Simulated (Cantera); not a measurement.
Input (Python, Cantera) and output of one run.

```python
import numpy as np
import cantera as ct

gas_names = """
    NH3 HF N2
""".split()
cond_names = """
    BaF2(a) BaF2(b,c) BaF2(L) Ba(cr) Ba(L)
""".split()


# ... load() reads the species with a 1 bar reference pressure and builds the phases ...
species = {s.name: s for s in load("nasa_gas.yaml", gas_names) + load("nasa_condensed.yaml", cond_names)}
# Each term lists the table entries of one substance; the one whose range holds T is used.
reactions = {
    '2 NH3(g) + 3 BaF2 = 6 HF(g) + 3 Ba + N2(g)':
        [(-2, ['NH3']), (-3, ['BaF2(a)', 'BaF2(b,c)', 'BaF2(L)']), (6, ['HF']), (3, ['Ba(cr)', 'Ba(L)']), (1, ['N2'])],
}


def pick(names, T):
    return next(species[n] for n in names if species[n].thermo.min_temp <= T <= species[n].thermo.max_temp)


results = []
for label, terms in reactions.items():
    print(label)
    print("     T/K   dH/kJ  dS/(J/K)   dG/kJ   log10 K")
    for T in [300, 500, 550, 600, 650, 700, 750, 800, 850, 900, 950]:
        used = [(nu, pick(names, T)) for nu, names in terms]
        dH = sum(nu * s.thermo.h(T) for nu, s in used) / 1e6
        dS = sum(nu * s.thermo.s(T) for nu, s in used) / 1e3
        dG = dH - T * dS / 1e3
        logK = -dG * 1e6 / (ct.gas_constant * T * np.log(10))
        results.append((label, T, dH, dS, dG, logK, [s.name for _, s in used]))
        print(f"{T:8g} {dH:8.1f} {dS:8.1f} {dG:8.1f} {logK:8.2f}")
```

It prints:

```
2 NH3(g) + 3 BaF2 = 6 HF(g) + 3 Ba + N2(g)
     T/K   dH/kJ  dS/(J/K)   dG/kJ   log10 K
     300   2082.1    746.9   1858.1  -323.51
     500   2079.8    741.3   1709.1  -178.55
     550   2078.6    739.2   1672.1  -158.80
     600   2077.3    736.9   1635.2  -142.35
     650   2075.8    734.5   1598.4  -128.45
     700   2074.2    732.0   1561.8  -116.54
     750   2072.3    729.5   1525.2  -106.22
     800   2070.3    726.8   1488.8   -97.21
     850   2068.1    724.2   1452.5   -89.26
     900   2065.7    721.4   1416.4   -82.20
     950   2063.2    718.7   1380.4   -75.90
```

Source: NASA polynomial tables (part measured, part estimated), evaluated in Cantera. Condensed species are held in their standard states even where they would react or evaporate.
